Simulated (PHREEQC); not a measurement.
Dissolve 30 mmol/kgw HF, 0.18 mmol/kgw CsF, 160 mmol/kgw (NH4)2SiF6 and 24 mmol/kgw H3PO4 at 25 °C. Closed to the air; pH follows from the charge balance.

All values are PHREEQC results (ion-association model, wateq4f.dat), not measurements.

Problem. The ionic strength comes out as 0.495 mol/kgw. What activity coefficients do SiF6-2, NH4+, F-, H2PO4-, HF2- get?

Solution. SiF6-2 0.22, NH4+ 0.73, F- 0.63, H2PO4- 0.69, HF2- 0.63.

Precipitation was switched off in this run. H3PO4, which wateq4f.dat lacks, is added to it with the constant of phreeqc.dat. SiF6-2 is the database's only silicon fluoride.
